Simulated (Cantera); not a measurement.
What does this Cantera script print?

```python
import numpy as np
import cantera as ct

gas_names = [...]  # 131 gases of nasa_gas.yaml made of C, H, O
cond_names = """
    C(gr) C6H6(L) C7H8(L) C8H18(L),n-octa H2O(s) H2O(L)
""".split()


# ... load() reads the species with a 1 bar reference pressure and builds the phases ...
atoms = {
    'C3H6': {'C': 3, 'H': 6},
    'O2': {'O': 2},
}
top_T = {'C(gr)': 4500}  # K; cautious upper limits of use, not melting points


# ... equilibrate(T, P, feed) seeds the gas with the atoms and calls Mixture.equilibrate('TP', solver="vcs", rtol=1e-11, max_steps=5000) ...
results = []
feed = {'C3H6': 1, 'O2': 0.05}  # mol
P = 2300  # Pa
for T in [2500, 2750, 3000, 3250, 3500, 3750, 4000, 4250, 4500, 4750, 5000]:
    mix = equilibrate(T, P, feed)
    results.append((T, P, feed, dict(zip(mix.species_names, mix.species_moles))))
    x = sorted(zip(gas.X, gas.species_names), reverse=True)
    print(f"T = {T:g} K  P = {P:g} Pa  gas = {mix.phase_moles(0):.4g} mol")
    print("   x: " + "  ".join(f"{s} {v:.3e}" for v, s in x if v > 0.0001))
    print("   condensed (mol): " + ("  ".join(f"{mix.phase(i).name} {mix.phase_moles(i):.4g}"
          for i in range(1, mix.n_phases) if mix.phase_moles(i) > 1e-12) or "none"))
```

It prints:

```
T = 2500 K  P = 2300 Pa  gas = 3.351 mol
   x: H2 8.118e-01  H 1.494e-01  CO 2.985e-02  C2H2,acetylene 8.782e-03  C2H 1.160e-04
   condensed (mol): C(gr) 2.839
T = 2750 K  P = 2300 Pa  gas = 3.766 mol
   x: H2 6.036e-01  H 3.504e-01  CO 2.656e-02  C2H2,acetylene 1.698e-02  C2H 1.143e-03  C3 7.336e-04  C4H2 1.988e-04  C 1.642e-04
   condensed (mol): C(gr) 2.751
T = 3000 K  P = 2300 Pa  gas = 4.565 mol
   x: H 6.003e-01  H2 3.325e-01  CO 2.191e-02  C2H2,acetylene 2.068e-02  C3 1.356e-02  C2H 6.418e-03  C 2.204e-03  C2 1.378e-03  C4H2 5.368e-04  C5 2.483e-04
   condensed (mol): C(gr) 2.426
T = 3250 K  P = 2300 Pa  gas = 6.282 mol
   x: H 6.984e-01  C3 1.137e-01  H2 1.089e-01  C 1.773e-02  C2H 1.628e-02  CO 1.592e-02  C2 1.353e-02  C2H2,acetylene 1.064e-02  C5 3.370e-03  C4 6.691e-04  C4H2 4.337e-04  CH 2.726e-04
   condensed (mol): none
T = 3500 K  P = 2300 Pa  gas = 7.042 mol
   x: H 7.629e-01  C3 9.309e-02  C 5.404e-02  H2 3.839e-02  C2 2.492e-02  CO 1.420e-02  C2H 9.029e-03  C2H2,acetylene 1.443e-03  C5 1.091e-03  C4 4.531e-04  CH 3.566e-04
   condensed (mol): none
T = 3750 K  P = 2300 Pa  gas = 7.684 mol
   x: H 7.503e-01  C 1.277e-01  C3 5.683e-02  C2 3.423e-02  CO 1.301e-02  H2 1.289e-02  C2H 3.991e-03  CH 3.688e-04  C5 2.421e-04  C4 2.125e-04  C2H2,acetylene 1.719e-04
   condensed (mol): none
T = 4000 K  P = 2300 Pa  gas = 8.343 mol
   x: H 7.085e-01  C 2.225e-01  C2 3.042e-02  C3 2.037e-02  CO 1.199e-02  H2 4.544e-03  C2H 1.261e-03  CH 2.987e-04
   condensed (mol): none
T = 4250 K  P = 2300 Pa  gas = 8.76 mol
   x: H 6.807e-01  C 2.847e-01  C2 1.683e-02  CO 1.141e-02  C3 3.964e-03  H2 1.848e-03  C2H 2.829e-04  CH 1.964e-04
   condensed (mol): none
T = 4500 K  P = 2300 Pa  gas = 8.913 mol
   x: H 6.713e-01  C 3.082e-01  CO 1.121e-02  C2 7.521e-03  H2 8.668e-04  C3 6.084e-04  CH 1.202e-04
   condensed (mol): none
T = 4750 K  P = 2300 Pa  gas = 8.965 mol
   x: H 6.683e-01  C 3.164e-01  CO 1.112e-02  C2 3.340e-03  H2 4.472e-04  Electron 1.024e-04  C+ 1.015e-04
   condensed (mol): none
T = 5000 K  P = 2300 Pa  gas = 8.986 mol
   x: H 6.671e-01  C 3.194e-01  CO 1.097e-02  C2 1.564e-03  H2 2.475e-04  Electron 2.178e-04  C+ 2.158e-04  O 1.568e-04
   condensed (mol): none
```

These are equilibrium values from Cantera (NASA tables, ideal gas, pure condensed phases), not measurements of a reactor.
